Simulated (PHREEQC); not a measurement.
Dissolve 11 mmol/kgw MgCl2, 0.12 mmol/kgw NaHCO3 and 100 mmol/kgw KCl at 25 °C. Closed to the air; pH follows from the charge balance.

Equilibrium calculation in PHREEQC: ion-association model, wateq4f.dat.

This is a speciation only: nothing precipitates in the calculation.

**Question.** What pH does the model give?

**Answer.** pH 7.75.

**Question.** In which forms is C present?

**Answer.** HCO3- 91 %, MgHCO3+ 4.6 %, CO2 2.7 %, MgCO3 0.7 %, CO3-2 0.5 % of the C.

Species that the database lacks are ignored.
